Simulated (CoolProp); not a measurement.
A closed Brayton cycle with carbon dioxide: compressor inlet 313.15 K and 9.8 MPa, high pressure 30.2 MPa, turbine inlet 860 K, compressor efficiency 0.89, turbine efficiency 0.9, recuperator effectiveness 0.9 (on enthalpy, no pinch check). Each further row changes one setting.

Computed with CoolProp (reference Helmholtz-energy equation of state, Span 1996).

```tsv
case	thermal efficiency (%)	net work (kJ/kg)	compressor to turbine work	compressor exit (K)	turbine exit (K)
as stated	37.6	121	0.21	352.6	721.8
turbine inlet 810 K	36.1	110	0.23	352.6	676.6
compressor inlet 323.15 K	36.4	107	0.31	396.3	721.8
high pressure 25.7 MPa	35.8	107	0.20	346.1	741.0
recuperator effectiveness 0.5	24.1	121	0.21	352.6	721.8
```
